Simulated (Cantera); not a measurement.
**Reactions in the system H-N-O-V**

Cantera with NASA thermochemical tables; ideal gases at 1 bar, condensed phases pure. Values are per mole of reaction as written; species without (g) are pure solids or liquids, kept so even where they would boil at 1 bar. VN: taken at fixed stoichiometry.

4 N(g) + VO2(g) = 2 N2O(g) + V

```tsv
T (K)	ΔH° (kJ)	ΔS° (J/K)	ΔG° (kJ)	log10 K
300	-1494.9	-409.7	-1372.0	238.88
700	-1501.0	-423.5	-1204.5	89.88
750	-1501.3	-424.0	-1183.3	82.41
800	-1501.6	-424.3	-1162.1	75.88
850	-1501.7	-424.5	-1140.9	70.11
900	-1501.8	-424.6	-1119.7	64.98
```

4 NH3(g) + 2 V2O5 = 12 H(g) + 4 VN + 5 O2(g)

| T (K) | ΔH° (kJ) | ΔS° (J/K) | ΔG° (kJ) | log10 K |
|---|---|---|---|---|
| 300 | 5032.6 | 1520.1 | 4576.6 | -796.84 |
| 700 | 5073.3 | 1610.5 | 3945.9 | -294.44 |
| 750 | 5076.9 | 1615.5 | 3865.3 | -269.20 |
| 800 | 5080.2 | 1619.8 | 3784.4 | -247.09 |
| 850 | 5083.3 | 1623.5 | 3703.3 | -227.57 |
| 900 | 5086.2 | 1626.8 | 3622.1 | -210.22 |
